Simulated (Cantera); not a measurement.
What does this Cantera script print?

```python
import numpy as np
import cantera as ct

gas = ct.Solution("gri30.yaml")
gas.TPX = 475, 101325, {'C2H6': 1, 'O2': 6.14, 'N2': 23.1, 'CO2': 1.2}
inlet = ct.Reservoir(gas, clone=True)
gas.equilibrate("HP")  # start burning
reactor = ct.IdealGasConstPressureReactor(gas, energy="on", clone=False)
exhaust = ct.Reservoir(gas, clone=True)
tau = [0.13, 0.053, 0.022, 0.0089, 0.0037, 0.0015, 0.00062, 0.00026, 0.00011, 4.3e-05, 1.8e-05, 7.4e-06][0]
for a, b in ((inlet, reactor), (reactor, exhaust)):
    ct.MassFlowController(a, b, mdot=lambda t: reactor.mass / tau)
net = ct.ReactorNet([reactor])
show = ['C2H6', 'O2', 'CO2', 'HO2', 'HCN', 'NO']

rows = []
print(f"{'tau/s':>10s}{'T/K':>9s}" + "".join(f"{s:>11s}" for s in show))
for tau in [0.13, 0.053, 0.022, 0.0089, 0.0037, 0.0015, 0.00062, 0.00026, 0.00011, 4.3e-05, 1.8e-05, 7.4e-06]:
    net.initial_time = 0.0
    net.advance(30 * tau)
    before = gas.X
    net.advance(40 * tau)
    drift = np.max(np.abs(gas.X - before) / (gas.X + 1e-9))
    rows.append([gas.T, *gas[show].X, drift])
    print(f"{tau:10.3e}{gas.T:9.1f}" + "".join(f"{x:11.3e}" for x in gas[show].X))
```

It prints:

```
     tau/s      T/K       C2H6         O2        CO2        HO2        HCN         NO
 1.300e-01   1703.7  1.380e-06  8.259e-02  9.966e-02  1.737e-06  2.302e-09  1.307e-05
 5.300e-02   1698.6  2.511e-06  8.266e-02  9.926e-02  2.912e-06  2.953e-09  1.118e-05
 2.200e-02   1690.4  4.493e-06  8.283e-02  9.859e-02  4.802e-06  3.682e-09  8.943e-06
 8.900e-03   1677.1  8.249e-06  8.319e-02  9.743e-02  7.875e-06  5.050e-09  6.799e-06
 3.700e-03   1656.7  1.528e-05  8.388e-02  9.555e-02  1.245e-05  8.207e-09  5.241e-06
 1.500e-03   1624.1  3.057e-05  8.526e-02  9.229e-02  1.976e-05  1.572e-08  4.034e-06
 6.200e-04   1572.6  6.940e-05  8.813e-02  8.652e-02  3.249e-05  3.178e-08  2.728e-06
 2.600e-04    475.0  3.181e-02  1.953e-01  3.817e-02  5.008e-18  2.343e-21  3.875e-21
 1.100e-04    475.0  3.181e-02  1.953e-01  3.817e-02  3.179e-21  1.487e-24  2.460e-24
 4.300e-05    475.0  3.181e-02  1.953e-01  3.817e-02  2.008e-22  9.396e-26  1.554e-25
 1.800e-05    475.0  3.181e-02  1.953e-01  3.817e-02  1.268e-23  5.935e-27  9.814e-27
 7.400e-06    475.0  3.181e-02  1.953e-01  3.817e-02  8.012e-25  3.749e-28  6.199e-28
```

Detailed kinetics in Cantera: GRI-Mech 3.0 (53 species, 325 reactions).
